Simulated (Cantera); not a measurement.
A closed system holds: 1 mol Si, 2.1 mol N₂O, 70 mol H₂, equilibrated at 32.0 Pa.

Cantera equilibrium calculation (NASA polynomials, part measured and part estimated; ideal gas, pure solids and liquids). Candidate condensed phases: H₂O, Si, SiO₂, Si₂N₂O, Si₃N₄; 35 gas species. The tables hold silica as quartz up to 1696 K and as liquid above; real silica turns to tridymite and cristobalite and melts near 1996 K. Rates play no part.

x: gas mole fraction; n: condensed amount in mol.

```csv
T (K),x H₂,x H,x N₂,x H₂O,x SiO,x OH,n SiO₂(β-quartz)
1173,0.969,6.49e-6,0.0291,0.00139,1.92e-8,6.40e-11,1.000
1273,0.969,?,0.0291,0.00139,?,?,1.000
1373,0.969,?,0.0291,0.00145,?,?,0.995
1473,0.967,0.000695,0.0291,0.00237,0.000986,4.44e-8,0.929
1573,0.956,0.00222,0.0289,0.00691,0.00553,5.80e-7,0.598
1673,0.937,0.00616,0.0286,0.0150,0.0136,4.75e-6,0
1773,0.928,0.0153,0.0285,0.0149,0.0136,1.53e-5,0
1873,0.909,0.0344,0.0282,0.0147,0.0134,4.33e-5,0
```

Question: Some entries are withheld; supply them.

Answer: 
- 1273, x H: 3.93e-5
- 1273, x SiO: 1.57e-6
- 1273, x OH: 6.48e-10
- 1373, x H: 0.000183
- 1373, x SiO: 6.40e-5
- 1373, x OH: 4.90e-9
